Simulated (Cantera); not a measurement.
Input: 1 mol Si, 4.4 mol HCl, 0.42 mol N2.

Cantera equilibrium calculation (NASA polynomials, part measured and part estimated; ideal gas, pure solids and liquids). Candidate condensed phases: NH4Cl, Si, Si3N4; 28 gas species. N2 is the only nitrogen source here; it is nearly inert below about 1500 K, so the nitride shown seldom forms there in practice. The tables' values for SiCl3 are old estimates. Rates play no part.

### Question
What condenses at these points (T in K, P in Pa): (973, 3.6); (1423, 13); (973, 46); (823, 100000); (1123, 13); (523, 100000)?

### Answer
```tsv
T (K)	P in Pa	condensed phases	Si condensed (%)
973	3.6	Si3N4	44.6
1423	13	gas only	0.0
973	46	Si3N4	39.5
823	100000	Si3N4	19.5
1123	13	Si3N4	41.5
523	100000	NH4Cl + Si3N4	11.5
```
